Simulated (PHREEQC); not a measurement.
A solution holds 0.00038 mol CaCl2 and 0.00092 mol NaHCO3 per kg of water, at 25 °C. Closed to the air; pH follows from the charge balance.

The numbers come from PHREEQC with the ion-association model, phreeqc.dat.

Q: The ionic strength comes out as 0.00205 mol/kgw. What activity coefficients do Na+, Ca+2, CO3-2, HCO3-, OH- get?

A: Na+ 0.95, Ca+2 0.82, CO3-2 0.82, HCO3- 0.95, OH- 0.95.

Precipitation was switched off in this run.
